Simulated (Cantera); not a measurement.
# Diamond growth

A diamond (100) surface in a fixed gas of H2 with x(CH4) = 0.0084, x(H) = 0.00021, x(CH3) = 1.8e-05, 12.0 Torr; coverages are run to steady state.

Cantera simulation using the Harris–Goodwin 1993 mechanism for the reconstructed diamond (100) surface; the numbers are that mechanism's predictions, not measurements.

```tsv
T (K)	growth (µm/h)	θ c6HH	θ c6H*	θ c6*H	θ c6**	θ c6HM
925	0.0668	0.639	0.0114	0.293	0.00423	0.0412
1000	0.0360	0.606	0.0174	0.356	0.00670	0.0105
1075	0.0134	0.569	0.0235	0.396	0.00880	0.00160
1150	0.00824	0.547	0.0292	0.413	0.01000	0.000238
1225	0.00647	0.543	0.0338	0.413	0.0102	3.85e-5
1300	0.00291	0.556	0.0372	0.397	0.00971	6.89e-6
1375	0.000735	0.579	0.0393	0.373	0.00882	1.48e-6
```
θ: site fractions in the mechanism's names (c6HH fully hydrogenated, c6H* and c6*H radical sites, c6** diradical, c6HM methylated).
